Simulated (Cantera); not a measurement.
A closed system holds: 1 mol Cu2O, 0.71 mol CO, 8 mol N2, equilibrated at 1280 Torr.

These are equilibrium values from Cantera (NASA tables, ideal gas, pure condensed phases), not measurements of a reactor. Candidate condensed phases: C, Cu, CuO, Cu2O; 27 gas species. Each liquid is taken as pure. Mutual solubility and eutectic melting of coexisting phases are not modelled. The numbers say what is thermodynamically allowed, not how fast it happens.

log p: log10 of the partial pressure in bar; n: condensed amount in mol.

```csv
T (K),log p N2,log p CO2,log p O2,log p Cu,log p NO,n Cu(l),n Cu2O(l)
1550,0.19,-0.86,?,-4.73,-4.16,1.42,0.288
1625,0.19,-0.86,?,-4.24,-3.82,1.43,0.285
1700,0.19,-0.86,?,-3.80,-3.52,1.44,0.278
1775,0.19,-0.86,?,-3.39,-3.24,1.47,0.265
1850,0.19,-0.86,?,-3.02,-2.99,1.51,0.240
1925,0.19,-0.86,?,-2.68,-2.76,1.59,0.198
2000,0.19,-0.87,?,-2.37,-2.55,1.72,0.129
```

Question: What belongs in the gaps?

Answer: 
- 1550, log p O2: -3.67
- 1625, log p O2: -3.28
- 1700, log p O2: -2.94
- 1775, log p O2: -2.62
- 1850, log p O2: -2.33
- 1925, log p O2: -2.07
- 2000, log p O2: -1.83
